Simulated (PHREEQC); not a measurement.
Solution (25 °C and 500 atm): 1.3 mol NaCl per kg of water. Closed to the air; pH follows from the charge balance.

All values are PHREEQC results (Pitzer model, pitzer.dat), not measurements.

This is a speciation only: nothing precipitates in the calculation.

**Question.** Estimate the activity of water.

**Answer.** activity of water 0.956.

Species that the database lacks are ignored. Under pressure, the constants of complexes without a molar volume in the database are unreliable.
